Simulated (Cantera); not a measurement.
# MgSO₄ + CO₂ + H₂O (calcination and drying)

Input: 1 mol MgSO₄, 5.5 mol CO₂, 2.3 mol H₂O, at 1 atm.

Cantera equilibrium calculation (NASA polynomials, part measured and part estimated; ideal gas, pure solids and liquids). Candidate condensed phases: C, C₆H₆, C₇H₈, C₈H₁₈, H₂O, H₂SO₄, Mg, MgCO₃, MgO, Mg(OH)₂, MgS, MgSO₄, S; 130 gas species. Mutual solubility and eutectic melting of coexisting phases are not modelled. Kinetics and transport are ignored.

From 700 K to 850 K the condensed part is MgSO₄(s). From 1000 K to 1150 K the condensed part is MgO(s) + MgSO₄(s). From 1300 K to 2050 K the condensed part is MgO(s).

```tsv
T (K)	x CO₂	x H₂O	x SO₂	x O₂	x CO	x SO₃	x OH	n MgSO₄(s)	n MgO(s)
700	0.705	0.295	5.40e-10	2.73e-10	1.18e-12	2.57e-12	<1e-12	1.00	0
850	0.705	0.295	1.19e-6	5.97e-7	1.36e-10	1.34e-8	2.57e-10	1.000	0
1000	0.705	0.295	0.000248	0.000124	3.83e-9	5.03e-6	3.07e-8	0.998	0.00198
1150	0.692	0.289	0.0123	0.00614	4.48e-8	0.000380	1.03e-6	0.899	0.101
1300	0.592	0.248	0.105	0.0524	3.93e-7	0.00295	1.16e-5	0	1.00
1450	0.592	0.247	0.106	0.0532	5.74e-6	0.00120	5.55e-5	0	1.00
1600	0.591	0.247	0.107	0.0535	5.07e-5	0.000577	0.000197	0	1.000
1750	0.591	0.247	0.107	0.0536	0.000306	0.000315	0.000563	0	1.000
1900	0.589	0.246	0.107	0.0540	0.00138	0.000189	0.00136	0	1.000
2050	0.584	0.245	0.107	0.0554	0.00490	0.000124	0.00290	0	1.000
```
x: gas mole fraction; n: condensed amount in mol.
